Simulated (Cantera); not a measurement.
Input (Python, Cantera):

```python
import numpy as np
import cantera as ct

gas = ct.Solution("gri30.yaml")


def delay(T, t_max=10):
    gas.TPX = T, 240000, {'CO': 1, 'H2': 0.076, 'CH4': 0.19, 'O2': 1.29, 'N2': 8.79}
    reactor = ct.IdealGasReactor(gas, clone=False)
    net = ct.ReactorNet([reactor])
    net.rtol, net.atol = 1e-8, 1e-16
    while net.time < t_max:
        t_old, T_old = net.time, reactor.T
        net.step()
        if reactor.T > T + 400:  # ignition: a rise of 400 K
            return t_old + (T + 400 - T_old) / (reactor.T - T_old) * (net.time - t_old)
    return np.nan


taus = []
for T in [1175, 1225, 1275, 1325, 1375, 1425, 1475, 1525, 1575]:
    taus.append(delay(T))
    print(f"T0 = {T:6g} K   tau = {taus[-1]:.4e} s")
```

Output:

```
T0 =   1175 K   tau = 1.0989e-03 s
T0 =   1225 K   tau = 7.1480e-04 s
T0 =   1275 K   tau = 4.8164e-04 s
T0 =   1325 K   tau = 3.3489e-04 s
T0 =   1375 K   tau = 2.4025e-04 s
T0 =   1425 K   tau = 1.7773e-04 s
T0 =   1475 K   tau = 1.3529e-04 s
T0 =   1525 K   tau = 1.0565e-04 s
T0 =   1575 K   tau = 8.4353e-05 s
```

Detailed kinetics in Cantera: GRI-Mech 3.0 (53 species, 325 reactions).
